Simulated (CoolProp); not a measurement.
Vapour-liquid equilibrium of dimethyl carbonate (1) + n-heptane (2) at 0.814 bar; x and y are mole fractions of (1).

Computed with CoolProp (multi-fluid Helmholtz-energy mixture model, Zhou 2011 and Span 2003; pair parameters Bell 2016).

| x | bubble temperature (°C) | y at the bubble point | dew temperature at overall composition x (°C) | liquid density (mol/L) |
|---|---|---|---|---|
| 0.05 | 86.3 | 0.174 | 89.8 | 6.370 |
| 0.125 | 81.6 | 0.333 | 87.7 | 6.619 |
| 0.2 | 78.8 | 0.427 | 85.6 | 6.869 |
| 0.275 | 77.2 | 0.486 | 83.4 | 7.128 |
| 0.35 | 76.2 | 0.526 | 81.1 | 7.402 |
| 0.425 | 75.6 | 0.554 | 78.9 | 7.694 |
| 0.5 | 75.3 | 0.575 | 76.8 | 8.011 |
| 0.575 | 75.2 | 0.594 | 75.3 | 8.355 |
| 0.65 | 75.2 | 0.613 | 75.6 | 8.730 |
| 0.725 | 75.5 | 0.638 | 77.0 | 9.139 |
| 0.8 | 76.0 | 0.673 | 78.7 | 9.585 |
| 0.875 | 77.2 | 0.735 | 80.5 | 10.07 |
| 0.95 | 79.9 | 0.852 | 82.2 | 10.58 |

y crosses x between x = 0.575 and 0.65: the model has an azeotrope there.

Pair parameters are fitted to limited data, so mixtures are less certain than the pure fluids.
